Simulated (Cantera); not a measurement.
Feed: 1 mol trisilylamine, 21 mol N2, equilibrated at 0.100 bar.

Equilibrium computed with Cantera from the NASA thermochemical tables; the gas is ideal and each condensed phase is pure. Candidate condensed phases: Si, Si3N4; 18 gas species. The feed counts by its element totals alone. Gases not in the tables: Si2H6 and higher silanes. Rates play no part.

Which condensed phases are stable at each of these points (T (K)): 775, 875, 975, 1075, 1175, 1275, 1375, 1475, 1575, 1675, 1775, 1875, 1975, 2075?


| T (K) | condensed phases | Si condensed (%) |
|---|---|---|
| 775 | Si3N4(s) | 100.0 |
| 875 | Si3N4(s) | 100.0 |
| 975 | Si3N4(s) | 100.0 |
| 1075 | Si3N4(s) | 100.0 |
| 1175 | Si3N4(s) | 100.0 |
| 1275 | Si3N4(s) | 100.0 |
| 1375 | Si3N4(s) | 100.0 |
| 1475 | Si3N4(s) | 100.0 |
| 1575 | Si3N4(s) | 100.0 |
| 1675 | Si3N4(s) | 100.0 |
| 1775 | Si3N4(s) | 100.0 |
| 1875 | Si3N4(s) | 99.9 |
| 1975 | Si(l) | 99.6 |
| 2075 | Si(l) | 98.8 |

From 775 K to 1875 K the condensed part is Si3N4(s). From 1975 K to 2075 K the condensed part is Si(l).
